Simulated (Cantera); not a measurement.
Charge: 1 mol Si, 6 mol H2, 0.51 mol Cl2, equilibrated at 1300 °C and 0.100 bar.

Equilibrium computed with Cantera from the NASA thermochemical tables; the gas is ideal and each condensed phase is pure. Candidate condensed phases: Si; 19 gas species. The tables' values for SiCl3 are old estimates; treat these amounts as uncertain. The numbers say what is thermodynamically allowed, not how fast it happens.

Base state: H2 0.878, HCl 0.0893, SiCl2 0.0308, SiCl3 0.00148, SiHCl3 0.000243, SiCl4 0.000187, H 0.000120, SiH2Cl2 5.22e-5 (mole fractions); condensed: Si(s).

**Question.** What changes in the equilibrium state with this change: Cl2 from 0.51 to 2.1 mol?

**Answer.** 
```tsv
species	before	after
H2	0.878	0.629
HCl	0.0893	0.245
SiCl2	0.0308	0.101
SiCl3	0.00148	0.0157
SiCl4	0.000187	0.00644
SiHCl3	0.000243	0.00219
Cl	9.74e-6	3.16e-5
SiH2Cl2	5.22e-5	0.000123
H	0.000120	0.000102
Si(s), mol	0.787	0
```

**Question.** What changes in the equilibrium state with this change: Si replaced by SiCl4?

**Answer.** 
| species | before | after |
|---|---|---|
| H2 | 0.878 | 0.560 |
| HCl | 0.0893 | 0.320 |
| SiCl2 | 0.0308 | 0.0879 |
| SiCl4 | 0.000187 | 0.0107 |
| SiCl3 | 0.00148 | 0.0189 |
| SiHCl3 | 0.000243 | 0.00249 |
| Cl | 9.74e-6 | 4.37e-5 |
| Si(s), mol | 0.787 | 0 |
